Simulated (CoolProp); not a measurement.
Vapour-liquid equilibrium of benzene (1) + n-nonane (2) at 15.25 °C; x and y are mole fractions of (1).

Values from CoolProp's multi-fluid Helmholtz-energy mixture model, Thol 2012 and Lemmon 2006; pair parameters Bell 2016.

```csv
x,bubble pressure (MPa),y at the bubble point,dew pressure at overall composition x (MPa),liquid density (mol/L)
0.05,0.001211,0.759,0.0003221,5.779
0.15,0.002616,0.898,0.0003593,6.107
0.25,0.003621,0.932,0.0004063,6.471
0.35,0.004363,0.948,0.0004674,6.876
0.45,0.004947,0.958,0.0005501,7.331
0.55,0.005449,0.966,0.0006682,7.846
0.65,0.005926,0.973,0.0008509,8.432
0.75,0.006423,0.979,0.001171,9.104
0.85,0.006971,0.987,0.001871,9.884
0.95,0.007597,0.995,0.004445,10.80
```

No azeotrope shows between x = 0.05 and 0.95.

Pair parameters are fitted to limited data, so mixtures are less certain than the pure fluids. With so large a gap from Raoult's law the liquid may split in two, which this calculation doesn't test in full.
